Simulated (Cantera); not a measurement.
# Thermodynamics of iron carbonyl, mercury and lead vapours, feed Pb + CO + N₂

Charge: 1 mol Pb, 5.6 mol CO, 17 mol N₂, held at 0.000450 bar.

Equilibrium computed with Cantera from the NASA thermochemical tables; the gas is ideal and each condensed phase is pure. Candidate condensed phases: C, Pb, PbO, PbO₂, Pb₃O₄; 27 gas species. Kinetics and transport are ignored.

From 525 °C to 625 °C the condensed part is C(graphite) + Pb(l). At 725 °C the condensed part is Pb(l). From 825 °C to 1225 °C nothing is condensed. The main Pb-bearing gas is Pb throughout.

```json
[
 {"T (°C)": "525", "log p N₂": "-3.47", "log p CO": "-3.96", "log p Pb": "-7.24", "log p CO₂": "-5.90", "log p Pb₂": "-14.40", "n C(graphite)": "0.0630", "n Pb(l)": "0.997"},
 {"T (°C)": "625", "log p N₂": "-3.47", "log p CO": "-3.95", "log p Pb": "-5.89", "log p CO₂": "-7.14", "log p Pb₂": "-12.13", "n C(graphite)": "0.00365", "n Pb(l)": "0.935"},
 {"T (°C)": "725", "log p N₂": "-3.49", "log p CO": "-3.97", "log p Pb": "-4.81", "log p CO₂": "-8.16", "log p Pb₂": "-10.32", "n C(graphite)": "0", "n Pb(l)": "0.194"},
 {"T (°C)": "825", "log p N₂": "-3.49", "log p CO": "-3.97", "log p Pb": "-4.72", "log p CO₂": "-8.98", "log p Pb₂": "-10.43", "n C(graphite)": "0", "n Pb(l)": "0"},
 {"T (°C)": "925", "log p N₂": "-3.49", "log p CO": "-3.97", "log p Pb": "-4.72", "log p CO₂": "-9.65", "log p Pb₂": "-10.67", "n C(graphite)": "0", "n Pb(l)": "0"},
 {"T (°C)": "1025", "log p N₂": "-3.49", "log p CO": "-3.97", "log p Pb": "-4.72", "log p CO₂": "-10.22", "log p Pb₂": "-10.88", "n C(graphite)": "0", "n Pb(l)": "0"},
 {"T (°C)": "1125", "log p N₂": "-3.49", "log p CO": "-3.97", "log p Pb": "-4.72", "log p CO₂": "-10.70", "log p Pb₂": "-11.05", "n C(graphite)": "0", "n Pb(l)": "0"},
 {"T (°C)": "1225", "log p N₂": "-3.49", "log p CO": "-3.97", "log p Pb": "-4.72", "log p CO₂": "-11.11", "log p Pb₂": "-11.20", "n C(graphite)": "0", "n Pb(l)": "0"}
]
```
log p: log10 of the partial pressure in bar; n: condensed amount in mol.
